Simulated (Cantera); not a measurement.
A Cantera script and what it prints.

```python
import numpy as np
import cantera as ct

gas_names = """
    CL CL2 H HCL H2 N NH NH2 NH3 N2 N2H2 N2H4 Si SiCL SiCL2 SiCL3 SiCL4 SiH SiHCL3 SiH2 SiH2CL2 SiH3
    SiH3CL SiH4 SiN Si2 Si2N Si3
""".split()
cond_names = """
    NH4CL(a) NH4CL(b) Si(cr) Si(L) Si3N4(a)
""".split()


def load(file, names, dense=False):
    # The tables refer to 1 bar. Condensed volumes are neglected.
    table = {s.name: s for s in ct.Species.list_from_file(file)}
    out = []
    for n in names:
        d = dict(table[n].input_data)
        d["thermo"] = dict(d["thermo"], **{"reference-pressure": 1e5})
        if dense:
            d["equation-of-state"] = {"model": "constant-volume", "density": "1e6 g/cm^3"}
        out.append(ct.Species.from_dict(d))
    return out


gas = ct.Solution(thermo="ideal-gas", species=load("nasa_gas.yaml", gas_names))
cond = {s.name: ct.Solution(thermo="fixed-stoichiometry", species=[s], name=s.name)
        for s in load("nasa_condensed.yaml", cond_names, dense=True)}
atoms = {
    'SiHCl3': {'Si': 1, 'H': 1, 'CL': 3},
    'NH3': {'N': 1, 'H': 3},
    'H2': {'H': 2},
}
top_T = {'Si3N4(a)': 2400}  # K; cautious upper limits of use, not melting points


def equilibrate(T, P, feed):
    n = {}
    for name, mol in feed.items():
        for a, k in atoms[name].items():
            n[a] = n.get(a, 0.0) + k * mol
    gas.TPX = T, P, n
    mass = sum(n.values()) * gas.mean_molecular_weight
    gas.equilibrate("TP")
    valid = [c for c in cond.values() if c.min_temp <= T <= top_T.get(c.name, c.max_temp)]
    mix = ct.Mixture([(gas, mass / gas.mean_molecular_weight)] + [(c, 0.0) for c in valid])
    mix.T, mix.P = T, P
    mix.equilibrate("TP", solver="vcs", rtol=1e-11, max_steps=5000)
    return mix


results = []
P = 58000  # Pa
for T in [850, 900, 950, 1000, 1050, 1100, 1150, 1200, 1250, 1300, 1350, 1400, 1450, 1500]:
    for m in [0.14, 0.19, 0.27, 0.37, 0.52, 0.72, 1, 1.4, 1.9, 2.7, 3.7, 5.2]:
        feed = {'SiHCl3': 1, 'NH3': m, 'H2': 3}  # mol
        mix = equilibrate(T, P, feed)
        results.append((T, P, feed, dict(zip(mix.species_names, mix.species_moles))))

for T, P, feed, n in results:
    print(f"{T:7g} {feed['NH3']:10.4g}  " + (" + ".join(c for c in cond_names if n.get(c, 0) > 1e-12) or "gas only"))
```

Result:

```
    850       0.14  Si(cr) + Si3N4(a)
    850       0.19  Si(cr) + Si3N4(a)
    850       0.27  Si3N4(a)
    850       0.37  Si3N4(a)
    850       0.52  Si3N4(a)
    850       0.72  Si3N4(a)
    850          1  Si3N4(a)
    850        1.4  Si3N4(a)
    850        1.9  Si3N4(a)
    850        2.7  Si3N4(a)
    850        3.7  Si3N4(a)
    850        5.2  Si3N4(a)
    900       0.14  Si(cr) + Si3N4(a)
    900       0.19  Si(cr) + Si3N4(a)
    900       0.27  Si3N4(a)
    900       0.37  Si3N4(a)
    900       0.52  Si3N4(a)
    900       0.72  Si3N4(a)
    900          1  Si3N4(a)
    900        1.4  Si3N4(a)
    900        1.9  Si3N4(a)
    900        2.7  Si3N4(a)
    900        3.7  Si3N4(a)
    900        5.2  Si3N4(a)
    950       0.14  Si(cr) + Si3N4(a)
    950       0.19  Si(cr) + Si3N4(a)
    950       0.27  Si3N4(a)
    950       0.37  Si3N4(a)
    950       0.52  Si3N4(a)
    950       0.72  Si3N4(a)
    950          1  Si3N4(a)
    950        1.4  Si3N4(a)
    950        1.9  Si3N4(a)
    950        2.7  Si3N4(a)
    950        3.7  Si3N4(a)
    950        5.2  Si3N4(a)
   1000       0.14  Si(cr) + Si3N4(a)
   1000       0.19  Si(cr) + Si3N4(a)
   1000       0.27  Si3N4(a)
   1000       0.37  Si3N4(a)
   1000       0.52  Si3N4(a)
   1000       0.72  Si3N4(a)
   1000          1  Si3N4(a)
   1000        1.4  Si3N4(a)
   1000        1.9  Si3N4(a)
   1000        2.7  Si3N4(a)
   1000        3.7  Si3N4(a)
   1000        5.2  Si3N4(a)
   1050       0.14  Si(cr) + Si3N4(a)
   1050       0.19  Si(cr) + Si3N4(a)
   1050       0.27  Si(cr) + Si3N4(a)
   1050       0.37  Si3N4(a)
   1050       0.52  Si3N4(a)
   1050       0.72  Si3N4(a)
   1050          1  Si3N4(a)
   1050        1.4  Si3N4(a)
   1050        1.9  Si3N4(a)
   1050        2.7  Si3N4(a)
   1050        3.7  Si3N4(a)
   1050        5.2  Si3N4(a)
   1100       0.14  Si(cr) + Si3N4(a)
   1100       0.19  Si(cr) + Si3N4(a)
   1100       0.27  Si(cr) + Si3N4(a)
   1100       0.37  Si3N4(a)
   1100       0.52  Si3N4(a)
   1100       0.72  Si3N4(a)
   1100          1  Si3N4(a)
   1100        1.4  Si3N4(a)
   1100        1.9  Si3N4(a)
   1100        2.7  Si3N4(a)
   1100        3.7  Si3N4(a)
   1100        5.2  Si3N4(a)
   1150       0.14  Si(cr) + Si3N4(a)
   1150       0.19  Si(cr) + Si3N4(a)
   1150       0.27  Si(cr) + Si3N4(a)
   1150       0.37  Si3N4(a)
   1150       0.52  Si3N4(a)
   1150       0.72  Si3N4(a)
   1150          1  Si3N4(a)
   1150        1.4  Si3N4(a)
   1150        1.9  Si3N4(a)
   1150        2.7  Si3N4(a)
   1150        3.7  Si3N4(a)
   1150        5.2  Si3N4(a)
   1200       0.14  Si(cr) + Si3N4(a)
   1200       0.19  Si(cr) + Si3N4(a)
   1200       0.27  Si(cr) + Si3N4(a)
   1200       0.37  Si3N4(a)
   1200       0.52  Si3N4(a)
   1200       0.72  Si3N4(a)
   1200          1  Si3N4(a)
   1200        1.4  Si3N4(a)
   1200        1.9  Si3N4(a)
   1200        2.7  Si3N4(a)
   1200        3.7  Si3N4(a)
   1200        5.2  Si3N4(a)
   1250       0.14  Si(cr) + Si3N4(a)
   1250       0.19  Si(cr) + Si3N4(a)
   1250       0.27  Si(cr) + Si3N4(a)
   1250       0.37  Si3N4(a)
   1250       0.52  Si3N4(a)
   1250       0.72  Si3N4(a)
   1250          1  Si3N4(a)
   1250        1.4  Si3N4(a)
   1250        1.9  Si3N4(a)
   1250        2.7  Si3N4(a)
   1250        3.7  Si3N4(a)
   1250        5.2  Si3N4(a)
   1300       0.14  Si(cr) + Si3N4(a)
   1300       0.19  Si(cr) + Si3N4(a)
   1300       0.27  Si(cr) + Si3N4(a)
   1300       0.37  Si3N4(a)
   1300       0.52  Si3N4(a)
   1300       0.72  Si3N4(a)
   1300          1  Si3N4(a)
   1300        1.4  Si3N4(a)
   1300        1.9  Si3N4(a)
   1300        2.7  Si3N4(a)
   1300        3.7  Si3N4(a)
   1300        5.2  Si3N4(a)
   1350       0.14  Si(cr) + Si3N4(a)
   1350       0.19  Si(cr) + Si3N4(a)
   1350       0.27  Si(cr) + Si3N4(a)
   1350       0.37  Si3N4(a)
   1350       0.52  Si3N4(a)
   1350       0.72  Si3N4(a)
   1350          1  Si3N4(a)
   1350        1.4  Si3N4(a)
   1350        1.9  Si3N4(a)
   1350        2.7  Si3N4(a)
   1350        3.7  Si3N4(a)
   1350        5.2  Si3N4(a)
   1400       0.14  Si(cr) + Si3N4(a)
   1400       0.19  Si(cr) + Si3N4(a)
   1400       0.27  Si3N4(a)
   1400       0.37  Si3N4(a)
   1400       0.52  Si3N4(a)
   1400       0.72  Si3N4(a)
   1400          1  Si3N4(a)
   1400        1.4  Si3N4(a)
   1400        1.9  Si3N4(a)
   1400        2.7  Si3N4(a)
   1400        3.7  Si3N4(a)
   1400        5.2  Si3N4(a)
   1450       0.14  Si(cr) + Si3N4(a)
   1450       0.19  Si(cr) + Si3N4(a)
   1450       0.27  Si3N4(a)
   1450       0.37  Si3N4(a)
   1450       0.52  Si3N4(a)
   1450       0.72  Si3N4(a)
   1450          1  Si3N4(a)
   1450        1.4  Si3N4(a)
   1450        1.9  Si3N4(a)
   1450        2.7  Si3N4(a)
   1450        3.7  Si3N4(a)
   1450        5.2  Si3N4(a)
   1500       0.14  Si(cr) + Si3N4(a)
   1500       0.19  Si3N4(a)
   1500       0.27  Si3N4(a)
   1500       0.37  Si3N4(a)
   1500       0.52  Si3N4(a)
   1500       0.72  Si3N4(a)
   1500          1  Si3N4(a)
   1500        1.4  Si3N4(a)
   1500        1.9  Si3N4(a)
   1500        2.7  Si3N4(a)
   1500        3.7  Si3N4(a)
   1500        5.2  Si3N4(a)
```

These are equilibrium values from Cantera (NASA tables, ideal gas, pure condensed phases), not measurements of a reactor. Mutual solubility and eutectic melting of coexisting phases are not modelled. The tables' values for SiCl3 are old estimates.
